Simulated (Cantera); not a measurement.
A closed system holds: 1 mol SiH₂Cl₂, a varied amount of N₂, at 1127 °C and 14.0 mbar.

Cantera equilibrium calculation (NASA polynomials, part measured and part estimated; ideal gas, pure solids and liquids). Candidate condensed phases: NH₄Cl, Si, Si₃N₄; 28 gas species. N₂ is the only nitrogen source here; it is nearly inert below about 1500 K, so the nitride shown seldom forms there in practice. The tables' values for SiCl₃ are old estimates; treat these amounts as uncertain. Kinetics and transport are ignored.

Q: At 23 mol N₂, list the 4 most abundant gas species with their mole fractions, and the condensed phases.

A: N₂ 0.921, HCl 0.0585, H₂ 0.0117, SiCl₂ 0.00501. Condensed: Si₃N₄(s).
